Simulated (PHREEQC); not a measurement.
PHREEQC input (ion-association model, wateq4f.dat):

```
SOLUTION_MASTER_SPECIES
  An  An-  0  An  62.0  # stands for a non-complexing anion
SOLUTION_SPECIES
  An- = An-
    -log_k 0
    -gamma 3.0 0
PHASES
  Fix_H+
    H+ = H+
    -log_k 0
SOLUTION 1
  temp 25
  units mmol/kgw
  pH 7 charge
  Cl 0.00064
  Ca 0.00032
  As(3) 0.0022
  Na 1.0022
  An 1
END
SELECTED_OUTPUT 1
  -reset false
  -pH true
  -pe true
  -ionic_strength true
  -water true
  -totals As Ca Cl Na As(3) As(5)
  -molalities Hfo_wOH Hfo_wOH2+ Hfo_wO- Hfo_sOH Hfo_sOH2+ Hfo_sO- Hfo_wH2AsO3 Hfo_sOHCa+2 Hfo_wOCa+
  -saturation_indices Portlandite Arsenolite Halite
USER_PUNCH 1
  -headings sigma psi
  10 PUNCH EDL("sigma", "Hfo"), EDL("psi", "Hfo")
PRINT
  -reset false
USE solution 1
SURFACE 1
  Hfo_wOH 2.47191e-05 600 0.011
  Hfo_sOH 6.17978e-07
EQUILIBRIUM_PHASES 1
  Fix_H+ -3 HAn 10
    -force_equality true
END
# ... the last block is repeated for the other 16 points of pH, with NaOH or the acid as the point needs
```

Selected output (columns that matter, 14 of 17 rows; pH added in front):

```
pH	mu	As	Ca	Na	m_Hfo_wOH	m_Hfo_wOH2+	m_Hfo_wO-	m_Hfo_sOH	m_Hfo_sOH2+	si_Portlandite	si_Arsenolite	si_Halite	sigma	psi
3	0.0020596	7.8834e-07	3.2e-07	0.0010022	6.9664e-06	1.6273e-05	6.8321e-08	1.8471e-07	4.3146e-07	-23.381	-10.826	-10.819	0.24319	0.23198
3.38	0.0014434	5.9657e-07	3.2e-07	0.0010022	1.0455e-05	1.246e-05	2.0096e-07	2.795e-07	3.3311e-07	-22.608	-11.069	-10.812	0.18402	0.22679
3.75	0.0011924	5.068e-07	3.2e-07	0.0010022	1.2995e-05	9.6293e-06	4.0174e-07	3.4876e-07	2.5844e-07	-21.861	-11.21	-10.809	0.13853	0.21711
4.5	0.0010385	4.314e-07	3.2e-07	0.0010022	1.5946e-05	6.0407e-06	9.6424e-07	4.2936e-07	1.6266e-07	-20.357	-11.35	-10.806	0.076217	0.18998
4.88	0.0010187	4.1575e-07	3.2e-07	0.0010022	1.6692e-05	4.9541e-06	1.2885e-06	4.4977e-07	1.3349e-07	-19.597	-11.382	-10.806	0.055034	0.17377
5.25	0.0010103	4.073e-07	3.2e-07	0.0010022	1.7121e-05	4.211e-06	1.5947e-06	4.6149e-07	1.1351e-07	-18.856	-11.4	-10.806	0.03928	0.15671
5.62	0.0010066	4.028e-07	3.2e-07	0.0010022	1.7358e-05	3.6963e-06	1.8674e-06	4.6798e-07	9.9653e-08	-18.116	-11.41	-10.806	0.027457	0.13853
6.38	0.001004	3.9977e-07	3.1999e-07	0.0010022	1.7545e-05	3.0981e-06	2.2761e-06	4.7306e-07	8.3534e-08	-16.596	-11.418	-10.806	0.012337	0.09838
6.75	0.0010036	4.0002e-07	3.1997e-07	0.0010022	1.7573e-05	2.9414e-06	2.405e-06	4.738e-07	7.9307e-08	-15.856	-11.419	-10.806	0.0080497	0.077866
7.12	0.0010034	4.0156e-07	3.1984e-07	0.0010022	1.7587e-05	2.8341e-06	2.5e-06	4.7405e-07	7.6394e-08	-15.116	-11.421	-10.806	0.005016	0.056953
7.5	0.0010033	4.0579e-07	3.1915e-07	0.0010022	1.7595e-05	2.7557e-06	2.5738e-06	4.7371e-07	7.4189e-08	-14.357	-11.423	-10.806	0.0027503	0.035208
8.25	0.0010031	4.393e-07	2.9796e-07	0.0010022	1.7622e-05	2.6278e-06	2.7071e-06	4.5864e-07	6.8393e-08	-12.887	-11.441	-10.806	-0.00057352	-0.0078998
8.62	0.0010054	4.9156e-07	2.3818e-07	0.0010048	1.7652e-05	2.5262e-06	2.8257e-06	4.1647e-07	5.9601e-08	-12.245	-11.468	-10.805	-0.0021901	-0.028731
9	0.0010115	6.0675e-07	1.2959e-07	0.0010113	1.7708e-05	2.3814e-06	3.0167e-06	3.4255e-07	4.6065e-08	-11.749	-11.532	-10.802	-0.0041892	-0.049611
```

The oxide is taken as insoluble; below pH 4 it would dissolve.
